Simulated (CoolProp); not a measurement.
Vapour-liquid equilibrium of o-xylene (1) + n-decane (2) at 68.75 °C; x and y are mole fractions of (1).

The numbers come from the multi-fluid Helmholtz-energy mixture model, Zhou 2012 and Lemmon 2006; pair parameters Bell 2016 in CoolProp.

Problem. Give the bubble pressure and the first vapour's composition at x = 0.55, 0.65, 0.75. Is there an azeotrope?

Solution. x = 0.55: 0.005511 MPa, y = 0.803; x = 0.65: 0.006067 MPa, y = 0.860; x = 0.75: 0.006621 MPa, y = 0.908. No azeotrope shows between x = 0.05 and 0.95.

Pair parameters are fitted to limited data, so mixtures are less certain than the pure fluids.
